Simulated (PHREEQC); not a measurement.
Dissolve 0.063 mmol/kgw CaSO4, 0.026 mmol/kgw Na2HPO4 and 0.74 mmol/kgw NaCl at 58 °C. Closed to the air; pH follows from the charge balance.

All values are PHREEQC results (ion-association model, phreeqc.dat), not measurements.

This is a speciation only: nothing precipitates in the calculation.

### Question
Order these P species by the share of P that they hold, largest first: CaHPO4, NaHPO4-, CaPO4-, HPO4-2, H2PO4-.

### Answer
HPO4-2 (77 %), H2PO4- (18 %), CaHPO4 (3.3 %), CaPO4- (0.73 %), NaHPO4- (0.10 %)

The pH is 7.71 and the ionic strength 0.00106 mol/kgw. Examples of supersaturated solids here: Hydroxyapatite. Others may be too. Species that the database lacks are ignored. Constants without temperature data keep their 25 °C values here.
